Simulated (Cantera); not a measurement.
## Premixed flame

A freely propagating, adiabatic, planar premixed flame of 5.43 % C₂H₆, 19.0 % O₂, 71.7 % N₂, 3.80 % H₂O, unburnt at 450 K and 3750 Torr; mixture-averaged transport, grid criteria slope 0.08 and curve 0.16, no radiation.

Model: GRI-Mech 3.0 (53 species, 325 reactions), integrated in Cantera. Burning velocities carry a grid error of a few per cent, more on coarse grids.

```tsv
z (mm)	T (K)	u (m/s)	x C₂H₆	x O₂	x H₂	x CH₂	x NO	x HO₂
-0.308	450	0.479	0.0543	0.190	0.000961	<1e-8	<1e-8	1.63e-7
-0.206	454	0.483	0.0542	0.189	0.00247	<1e-8	<1e-8	1.45e-6
-0.154	465	0.496	0.0540	0.188	0.00414	<1e-8	<1e-8	5.63e-6
-0.103	536	0.576	0.0524	0.181	0.00736	<1e-8	7.39e-8	4.26e-5
-0.0514	942	1.03	0.0377	0.143	0.0123	<1e-8	1.81e-6	0.000416
-0.0257	1365	1.53	0.0162	0.0995	0.0147	1.24e-6	6.70e-6	0.000471
0	1779	2.01	0.000777	0.0526	0.0145	3.58e-5	1.39e-5	0.000160
0.0257	1965	2.21	8.26e-7	0.0281	0.0110	1.16e-5	2.32e-5	3.33e-5
0.0514	2042	2.29	<1e-8	0.0197	0.00937	5.66e-7	2.97e-5	1.81e-5
0.103	2128	2.37	<1e-8	0.0141	0.00825	<1e-8	3.67e-5	1.02e-5
0.206	2207	2.44	<1e-8	0.0102	0.00661	<1e-8	4.52e-5	5.24e-6
0.411	2264	2.50	<1e-8	0.00729	0.00500	<1e-8	5.62e-5	2.63e-6
0.822	2299	2.53	<1e-8	0.00540	0.00392	<1e-8	7.13e-5	1.49e-6
```
x: mole fraction of selected species; z is measured from the peak of heat release.

```json
{
 "laminar_burning_velocity": "47.8 cm/s",
 "thermal_thickness": "0.103 mm",
 "peak x(H₂)": "0.0153",
 "peak x(CH₂)": "3.84e-5",
 "peak x(HO₂)": "0.000527",
 "grid_points": "139"
}
```
